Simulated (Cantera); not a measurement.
A closed system holds: 1 mol CH₃SiCl₃, 0.48 mol C₂H₄, 32 mol H₂, at 0.100 bar.

Cantera equilibrium calculation (NASA polynomials, part measured and part estimated; ideal gas, pure solids and liquids). Candidate condensed phases: C, C₆H₆, C₇H₈, C₈H₁₈, Si, SiC; 109 gas species. The feed counts by its element totals alone. Equilibrium is a limit: real reactors are often held back by kinetics, nucleation or transport.

**Question.** What share of the Si ends up in condensed phases as a function of T (°C), at 677, 752, 827, 902, 977, 1052, 1127, 1202?

**Answer.** 
```csv
T (°C),Si condensed (%),as
677,72.6,SiC(s)
752,88.0,SiC(s)
827,96.1,SiC(s)
902,98.7,SiC(s)
977,99.4,SiC(s)
1052,99.6,SiC(s)
1127,99.5,SiC(s)
1202,99.4,SiC(s)
```
